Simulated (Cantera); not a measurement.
Source: NASA polynomial tables (part measured, part estimated), evaluated in Cantera. Values are per mole of reaction as written; species without (g) are pure solids or liquids, kept so even where they would boil at 1 bar. VN: taken at fixed stoichiometry.

Question: Between 650 and 1700 K, where is each reaction favourable under standard conditions?
- 3 V₂O₄ + 2 VN ⇌ N₂(g) + 4 V₂O₃

Answer: 
- 3 V₂O₄ + 2 VN ⇌ N₂(g) + 4 V₂O₃: ΔG° is -266 kJ at 650 K and -396 kJ at 1700 K; it stays negative (K > 1). ΔH° is -181 kJ and ΔS° 126 J/K at 1700 K.
